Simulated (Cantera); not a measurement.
Input (Python, Cantera) and output of one run.

```python
import numpy as np
import cantera as ct

gas_names = [...]  # 109 gases of nasa_gas.yaml made of C, Cl, H, Si
cond_names = """
    C(gr) C6H6(L) C7H8(L) C8H18(L),n-octa Si(cr) Si(L) SiC(b)
""".split()


# ... load() reads the species with a 1 bar reference pressure and builds the phases ...
atoms = {
    'SiCl4': {'Si': 1, 'CL': 4},
    'CH4': {'C': 1, 'H': 4},
    'H2': {'H': 2},
}
top_T = {'C(gr)': 4500, 'SiC(b)': 3050}  # K; cautious upper limits of use, not melting points


# ... equilibrate(T, P, feed) seeds the gas with the atoms and calls Mixture.equilibrate('TP', solver="vcs", rtol=1e-11, max_steps=5000) ...
results = []
feed = {'SiCl4': 1, 'CH4': 0.18, 'H2': 1500}  # mol
P = 10000  # Pa
for T in [2023, 2073, 2123, 2173, 2223, 2273, 2323, 2373, 2423, 2473, 2523, 2573, 2623]:
    mix = equilibrate(T, P, feed)
    results.append((T, P, feed, dict(zip(mix.species_names, mix.species_moles))))

top = {s: max(r[3][s] / sum(r[3][g] for g in gas_names) for r in results) for s in gas_names}
cols = sorted((s for s in top if top[s] > 0.001), key=lambda s: -top[s])[:6]
seen = [c for c in cond_names if any(r[3].get(c, 0) > 1e-12 for r in results)]
print("log10 of partial pressures in bar; condensed amounts in mol")
print(f"{'T/K':>10s}" + "".join(f"{s[:9]:>10s}" for s in cols + seen))
for T, P, feed, n in results:
    ng = sum(n[g] for g in gas_names)
    print(f"{T:10.4g}" + "".join(f"{np.log10(max(n[s] / ng * P / 1e5, 1e-99)):10.3f}" for s in cols)
          + "".join(f"{n.get(c, 0):10.4g}" for c in seen))
```

It prints:

```
log10 of partial pressures in bar; condensed amounts in mol
       T/K        H2         H       HCL    SiC(b)
      2023    -1.004    -3.223    -3.583    0.1344
      2073    -1.005    -3.083    -3.583   0.04598
      2123    -1.006    -2.948    -3.584         0
      2173    -1.008    -2.821    -3.585         0
      2223    -1.010    -2.699    -3.587         0
      2273    -1.013    -2.582    -3.590         0
      2323    -1.016    -2.471    -3.594         0
      2373    -1.021    -2.365    -3.599         0
      2423    -1.026    -2.264    -3.605         0
      2473    -1.032    -2.168    -3.612         0
      2523    -1.040    -2.076    -3.621         0
      2573    -1.049    -1.988    -3.632         0
      2623    -1.059    -1.905    -3.644         0
```

Method: chemical equilibrium by Gibbs-energy minimisation in Cantera with the NASA 1993 tables (ideal gas, pure condensed phases). Gases not in the tables: Si2H6 and higher silanes.
